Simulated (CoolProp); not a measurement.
20 sccm (0 °C, 1 atm) of nitrogen bubbles through liquid R1336mzz(Z) at 289.8 K and leaves saturated at a total pressure of 0.15 MPa (ideal gas phase). Each further row changes one setting.

Computed with CoolProp (reference Helmholtz-energy equation of state, McLinden 2020).

```tsv
case	vapour pressure (kPa)	mole fraction of vapour	delivery (mg/min)	delivery (sccm)	change of delivery for a bath 1 K warmer (%)
as stated	52.4	0.350	78.7	10.7	6.7
bath temperature 294.8 K	64.4	0.429	110	15.0	7.4
total pressure 0.3 MPa	52.4	0.175	31.0	4.24	5.2
```
